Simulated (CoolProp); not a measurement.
Vapour-liquid equilibrium of acetone (1) + toluene (2) at 0.445 MPa; x and y are mole fractions of (1).

The numbers come from the multi-fluid Helmholtz-energy mixture model, Lemmon 2006 and Lemmon 2006; pair parameters Bell 2016 in CoolProp.

```csv
x,bubble temperature (°C),y at the bubble point,dew temperature at overall composition x (°C),liquid density (mol/L)
0.05,163.5,0.190,170.2,7.923
0.2,144.9,0.519,163.0,8.479
0.35,133.4,0.684,155.1,9.006
0.5,125.2,0.786,146.1,9.549
0.65,118.9,0.862,135.9,10.13
0.8,113.4,0.925,124.1,10.78
0.95,108.6,0.982,111.3,11.52
```

No azeotrope shows between x = 0.05 and 0.95.

Pair parameters are fitted to limited data, so mixtures are less certain than the pure fluids.
